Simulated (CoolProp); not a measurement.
Vapour-liquid equilibrium of benzene (1) + m-xylene (2) at 496 kPa; x and y are mole fractions of (1).

The numbers come from the multi-fluid Helmholtz-energy mixture model, Thol 2012 and Zhou 2012; pair parameters Bell 2016 in CoolProp.

Q: Give the bubble temperature and the first vapour's composition at x = 0.125, 0.35, 0.875. Is there an azeotrope?

A: x = 0.125: 469.9 K, y = 0.299; x = 0.35: 450.7 K, y = 0.634; x = 0.875: 420.6 K, y = 0.963. No azeotrope shows between x = 0.05 and 0.95.

Pair parameters are fitted to limited data, so mixtures are less certain than the pure fluids.
